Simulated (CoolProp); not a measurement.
The fluid at 442.58 K and 1.31 MPa expands adiabatically to 0.0914 MPa with isentropic efficiency 0.8. The same conditions are run with several fluids, on thermodynamics alone (safety and materials aside).

Model: reference Helmholtz-energy equation of state of each fluid (R1336mzz(Z): McLinden 2020; R404A: Lemmon 2003; propylene: Lemmon 2013; neopentane: Lemmon 2006; nitrogen: Span 2000), in CoolProp. Blends and air are pseudo-pure fits.

```json
[
 {"fluid": "R1336mzz(Z)", "work (kJ/kg)": "40.7", "final temperature (K)": "?", "final density (kg/m³)": "4.72"},
 {"fluid": "R404A", "work (kJ/kg)": "69.9", "final temperature (K)": "368.9", "final density (kg/m³)": "2.93"},
 {"fluid": "propylene", "work (kJ/kg)": "?", "final temperature (K)": "352.2", "final density (kg/m³)": "1.32"},
 {"fluid": "neopentane", "work (kJ/kg)": "94.7", "final temperature (K)": "390.3", "final density (kg/m³)": "?"},
 {"fluid": "nitrogen", "work (kJ/kg)": "196", "final temperature (K)": "253.8", "final density (kg/m³)": "1.21"}
]
```

What belongs in the gaps?


- R1336mzz(Z), final temperature (K): 388.9
- propylene, work (kJ/kg): 158
- neopentane, final density (kg/m³): 2.06
